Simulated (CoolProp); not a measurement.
Vapour-liquid equilibrium of R125 (1) + isobutane (2) at 238.8 K; x and y are mole fractions of (1).

Values from CoolProp's multi-fluid Helmholtz-energy mixture model, Lemmon 2005 and Bücker 2006; pair parameters Bell 2016.

**Question.** Give the bubble pressure and the first vapour's composition at x = 0.5, 0.65, 0.95. Is there an azeotrope?

**Answer.** x = 0.5: 0.1817 MPa, y = 0.839; x = 0.65: 0.1862 MPa, y = 0.851; x = 0.95: 0.1928 MPa, y = 0.943. y crosses x between x = 0.8 and 0.95: the model has an azeotrope there.

The pair parameters rest on a limited set of measurements; away from them the model extrapolates. With so large a gap from Raoult's law the liquid may split in two, which this calculation doesn't test in full.
